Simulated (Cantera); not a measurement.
A closed system holds: 1 mol V2O3, 420 mol H2, equilibrated at 35.0 Pa.

Method: chemical equilibrium by Gibbs-energy minimisation in Cantera with the NASA 1993 tables (ideal gas, pure condensed phases). Candidate condensed phases: H2O, V, VO, V2O3, V2O4, V2O5; 12 gas species. VO: taken at fixed stoichiometry. Equilibrium is a limit: real reactors are often held back by kinetics, nucleation or transport. All values below are at 1650 K.

Base state: H2 0.993, H 0.00484, H2O 0.00236, VO2 1.55e-5 (mole fractions); condensed: VO(s).

What changes in the equilibrium state with this change: pressure from 35.0 Pa to 13.3 mbar?


| species | before | after |
|---|---|---|
| H2 | 0.993 | 0.997 |
| H2O | 0.00236 | 0.00238 |
| H | 0.00484 | 0.000786 |
| VO2 | 1.55e-5 | 4.09e-7 |
| VO(s), mol | 1.99 | 2.00 |
